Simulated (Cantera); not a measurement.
Cantera run, input and output.

```python
import numpy as np
import cantera as ct

gas = ct.Solution("gri30.yaml")
gas.TP = 300, 120000
flame = ct.CounterflowDiffusionFlame(gas, width=0.02)
flame.fuel_inlet.X, flame.fuel_inlet.T = {'CO': 1, 'H2': 0.056}, 473
flame.oxidizer_inlet.X, flame.oxidizer_inlet.T = {'O2': 0.24, 'N2': 0.76}, 425
flame.set_refine_criteria(ratio=3, slope=0.12, curve=0.24, prune=0.03)
show = ['OH', 'H', 'NO', 'CO']

rows = []
print(f"{'mdot':>8s}{'a_max':>10s}{'a_mean':>10s}{'Tmax/K':>9s}" + "".join(f"{s:>11s}" for s in show) + "   (peak mole fractions)")
for i, mdot in enumerate([0.72, 1, 1.5, 2.2, 3.2, 4.7, 6.9, 10, 15]):  # kg/m2/s on the oxidiser side
    flame.oxidizer_inlet.mdot, flame.fuel_inlet.mdot = mdot, 0.74 * mdot
    flame.solve(loglevel=0, auto=(i == 0))
    if flame.T.max() < max(473, 425) + 100:
        print(f"{mdot:8.3g}  no burning solution found from the previous one")
        break
    dT = np.abs(np.gradient(flame.T, flame.grid))
    rows.append([flame.strain_rate("max"), flame.strain_rate("mean"), flame.T.max(),
                 *(flame.X[gas.species_index(s)].max() for s in show), max(dT[0], dT[-1]) / dT.max()])
    print(f"{mdot:8.3g}{rows[-1][0]:10.1f}{rows[-1][1]:10.1f}{rows[-1][2]:9.1f}" + "".join(f"{x:11.3e}" for x in rows[-1][3:-1]))
```

Result:

```
    mdot     a_max    a_mean   Tmax/K         OH          H         NO         CO   (peak mole fractions)
    0.72     260.6      69.4   2198.7  5.867e-03  6.164e-03  2.685e-04  9.497e-01
       1     352.5      96.4   2150.2  5.872e-03  7.078e-03  1.896e-04  9.497e-01
     1.5     514.8     144.5   2088.6  5.791e-03  8.293e-03  1.289e-04  9.496e-01
     2.2     738.0     212.0   2028.9  5.656e-03  9.586e-03  9.495e-05  9.494e-01
     3.2    1052.5     308.3   1965.5  5.413e-03  1.089e-02  7.328e-05  9.493e-01
     4.7    1514.6     452.9   1899.5  5.101e-03  1.226e-02  5.792e-05  9.493e-01
     6.9    2180.3     664.9   1829.2  4.704e-03  1.350e-02  4.638e-05  9.491e-01
      10    3096.3     963.6   1756.7  4.239e-03  1.453e-02  3.617e-05  9.490e-01
      15    4540.0    1445.3   1666.8  3.602e-03  1.491e-02  2.500e-05  9.490e-01
```

Computed with Cantera and GRI-Mech 3.0 (53 species, 325 reactions). The maximum strain rate includes the flame's own expansion and is several times the mean.
